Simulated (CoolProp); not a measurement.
Vapour-liquid equilibrium of carbon dioxide (1) + isopentane (2) at 266.9 K; x and y are mole fractions of (1).

Values from CoolProp's multi-fluid Helmholtz-energy mixture model, Span 1996 and Lemmon 2006; pair parameters Kunz 2012.

Give the bubble pressure and the first vapour's composition at x = 0.35, 0.425, 0.65. Is there an azeotrope?

x = 0.35: 1327 kPa, y = 0.978; x = 0.425: 1513 kPa, y = 0.981; x = 0.65: 1960 kPa, y = 0.986. No azeotrope shows between x = 0.05 and 0.95.

Pair parameters are fitted to limited data, so mixtures are less certain than the pure fluids. The gap from Raoult's law changes sign with composition, which may be real or a fault of the pair parameters; it wasn't checked against measurements.
